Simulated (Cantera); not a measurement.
# Thermodynamics of oxide etching and cleaning by halides, feed CuO + F₂

Charge: 1 mol CuO, a varied amount of F₂, at 1598.15 K and 7.50 Torr.

Equilibrium computed with Cantera from the NASA thermochemical tables; the gas is ideal and each condensed phase is pure. Candidate condensed phases: Cu, CuF₂, CuO, Cu₂O; 13 gas species. The numbers say what is thermodynamically allowed, not how fast it happens.

```csv
n(F₂) (mol),x F,x CuF₂,x O₂,x CuF
0.8,0.00423,0.394,0.332,0.270
1.2,0.216,0.516,0.261,0.00692
1.7,0.484,0.342,0.172,0.00205
2.4,0.651,0.231,0.116,0.00103
3.5,0.769,0.153,0.0769,0.000577
5,0.842,0.105,0.0526,0.000361
7.2,0.892,0.0717,0.0360,0.000233
10,0.923,0.0511,0.0256,0.000161
15,0.949,0.0338,0.0169,0.000103
```
x: gas mole fraction; nothing condenses.

From 0.8 mol F₂ to 15 mol F₂ nothing is condensed. The main Cu-bearing gas is CuF₂ throughout.
